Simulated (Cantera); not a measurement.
Cantera run, input and output.

```python
import numpy as np
import cantera as ct

gas = ct.Solution("h2o2.yaml")
gas.TPX = 675, 100000, {'H2': 1, 'O2': 0.263, 'N2': 0.989}
flame = ct.FreeFlame(gas, width=0.04)
flame.set_refine_criteria(ratio=3, slope=0.08, curve=0.16)
flame.transport_model = "mixture-averaged"
flame.solve(loglevel=0, auto=True)
z, T = flame.grid, flame.T
thick = (T[-1] - T[0]) / np.gradient(T, z).max()
show = ['H2', 'O2', 'HO2', 'H2O2', 'O', 'H']
print(f"laminar burning velocity  {flame.velocity[0] * 100:.3f} cm/s")
print(f"burnt temperature         {T[-1]:.1f} K")
print(f"thermal thickness         {thick * 1e3:.4f} mm")
print(f"grid points               {len(z)}")
z0 = z[flame.heat_release_rate.argmax()]
print(f"{'z/mm':>9s}{'T/K':>9s}{'u/(m/s)':>9s}" + "".join(f"{s:>11s}" for s in show))
rows = []
for k in (-3, -2, -1.5, -1, -0.5, -0.25, 0, 0.25, 0.5, 1, 2, 4, 8):
    zz = z0 + k * thick
    rows.append([k * thick, np.interp(zz, z, T), np.interp(zz, z, flame.velocity),
                 *(np.interp(zz, z, flame.X[gas.species_index(s)]) for s in show)])
    print(f"{rows[-1][0] * 1e3:9.3f}{rows[-1][1]:9.1f}{rows[-1][2]:9.3f}" + "".join(f"{x:11.3e}" for x in rows[-1][3:]))
```

Output:

```
laminar burning velocity  1113.786 cm/s
burnt temperature         2376.7 K
thermal thickness         0.4728 mm
grid points               135
     z/mm      T/K  u/(m/s)         H2         O2        HO2       H2O2          O          H
   -1.418    675.0   11.138  4.440e-01  1.168e-01  3.777e-12  3.482e-14  4.862e-16  1.600e-14
   -0.946    675.0   11.138  4.440e-01  1.168e-01  2.588e-10  5.639e-14  3.389e-13  1.468e-11
   -0.709    675.0   11.138  4.440e-01  1.168e-01  1.780e-08  1.969e-12  3.739e-11  1.904e-09
   -0.473    675.0   11.138  4.440e-01  1.168e-01  1.899e-06  8.132e-10  7.987e-09  5.474e-07
   -0.236    694.0   11.415  4.410e-01  1.165e-01  1.976e-04  1.839e-06  1.629e-05  5.475e-04
   -0.118    869.4   14.053  4.115e-01  1.111e-01  1.394e-04  4.289e-06  4.052e-04  1.067e-02
    0.000   1265.3   19.888  2.976e-01  6.945e-02  6.165e-05  2.036e-06  4.222e-03  6.071e-02
    0.118   1544.5   24.022  2.006e-01  1.559e-02  1.374e-05  1.152e-06  4.596e-03  9.975e-02
    0.236   1662.7   25.685  1.841e-01  3.595e-03  3.052e-06  7.474e-07  3.165e-03  1.004e-01
    0.473   1783.1   27.316  1.893e-01  1.466e-03  1.204e-06  4.718e-07  2.517e-03  8.720e-02
    0.946   1914.3   29.040  1.991e-01  1.013e-03  7.983e-07  2.634e-07  1.893e-03  6.985e-02
    1.891   2042.2   30.670  2.085e-01  6.352e-04  5.071e-07  1.406e-07  1.234e-03  5.272e-02
    3.782   2155.8   32.080  2.167e-01  3.436e-04  2.959e-07  7.465e-08  6.873e-04  3.736e-02
```

Detailed kinetics in Cantera: the H2/O2 subset of GRI-Mech 3.0, which has no nitrogen chemistry. Burning velocities carry a grid error of a few per cent, more on coarse grids.
